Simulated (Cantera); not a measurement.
A Cantera script and its output.

```python
import numpy as np
import cantera as ct

gas = ct.Solution("gri30.yaml")
gas.TPX = 1150, 101325, {'CO': 1, 'H2': 0.24, 'O2': 0.344, 'N2': 1.3, 'H2O': 0.17}
reactor = ct.IdealGasConstPressureReactor(gas, energy="on", clone=False)
net = ct.ReactorNet([reactor])
net.rtol, net.atol = 1e-08, 1e-16
show = ['CO', 'H2', 'O2', 'O', 'H2O2']
times = np.geomspace(2e-06, 1, 14)

steps = ct.SolutionArray(gas, extra=["t"])
rows = []
print(f"{'t/s':>10s}{'T/K':>9s}{'P/Pa':>11s}" + "".join(f"{s:>11s}" for s in show))
for t in times:
    while net.time < t:
        t_next = net.step()
        steps.append(gas.state, t=t_next)
    rows.append([np.interp(t, steps.t, y) for y in (steps.T, steps.P, *steps(*show).X.T)])
    print(f"{t:10.3e}{rows[-1][0]:9.1f}{rows[-1][1]:11.4g}" + "".join(f"{x:11.3e}" for x in rows[-1][2:]))
rate = np.gradient(steps.T, steps.t)
print("integrator steps:", len(steps.t))
if steps.T.max() > steps.T[0] + 200:
    print(f"time of steepest temperature rise: {steps.t[rate.argmax()]:.4e} s")
gas.TPX = 1150, 101325, {'CO': 1, 'H2': 0.24, 'O2': 0.344, 'N2': 1.3, 'H2O': 0.17}
gas.equilibrate("HP")
print(f"equilibrium (HP): T = {gas.T:.1f} K  " + "  ".join(f"{s} {gas[s].X[0]:.3e}" for s in show))
```

It prints:

```
       t/s      T/K       P/Pa         CO         H2         O2          O       H2O2
 2.000e-06   1150.0  1.013e+05  3.274e-01  7.859e-02  1.126e-01  1.236e-09  1.584e-13
 5.488e-06   1150.0  1.013e+05  3.274e-01  7.859e-02  1.126e-01  3.037e-09  1.616e-12
 1.506e-05   1150.0  1.013e+05  3.274e-01  7.859e-02  1.126e-01  1.416e-08  3.018e-11
 4.132e-05   1150.0  1.013e+05  3.274e-01  7.858e-02  1.126e-01  5.373e-07  2.458e-09
 1.134e-04   1492.4  1.013e+05  2.884e-01  1.818e-02  6.054e-02  1.447e-02  2.071e-06
 3.111e-04   2388.5  1.013e+05  2.014e-01  2.372e-02  1.166e-02  6.130e-03  9.683e-08
 8.537e-04   2597.9  1.013e+05  1.931e-01  2.100e-02  4.992e-03  2.143e-03  7.309e-08
 2.343e-03   2626.0  1.013e+05  1.919e-01  2.070e-02  3.881e-03  1.630e-03  6.936e-08
 6.428e-03   2621.9  1.013e+05  1.923e-01  2.083e-02  3.688e-03  1.558e-03  6.707e-08
 1.764e-02   2619.3  1.013e+05  1.926e-01  2.091e-02  3.582e-03  1.519e-03  6.576e-08
 4.840e-02   2619.2  1.013e+05  1.926e-01  2.092e-02  3.577e-03  1.517e-03  6.569e-08
 1.328e-01   2619.2  1.013e+05  1.926e-01  2.092e-02  3.577e-03  1.517e-03  6.569e-08
 3.644e-01   2619.2  1.013e+05  1.926e-01  2.092e-02  3.577e-03  1.517e-03  6.569e-08
 1.000e+00   2619.2  1.013e+05  1.926e-01  2.092e-02  3.577e-03  1.517e-03  6.569e-08
integrator steps: 1382
time of steepest temperature rise: 1.1117e-04 s
equilibrium (HP): T = 2619.2 K  CO 1.926e-01  H2 2.092e-02  O2 3.577e-03  O 1.517e-03  H2O2 6.569e-08
```

Detailed kinetics in Cantera: GRI-Mech 3.0 (53 species, 325 reactions).
